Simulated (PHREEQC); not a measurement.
**Alkaline etch or developer: speciation**

A solution holds 4.8 mmol/kgw LiOH and 0.063 mmol/kgw H4SiO4, at 25 °C. Closed to the air; pH follows from the charge balance.

Model: ion-association model, phreeqc.dat, run in PHREEQC.

This is a speciation only: nothing precipitates in the calculation.

**Question.** Predict the pH.

**Answer.** pH 11.64.

**Question.** In which forms is Si present?

**Answer.** H3SiO4- 95 %, H2SiO4-2 3.5 %, H4SiO4 1.4 % of the Si.
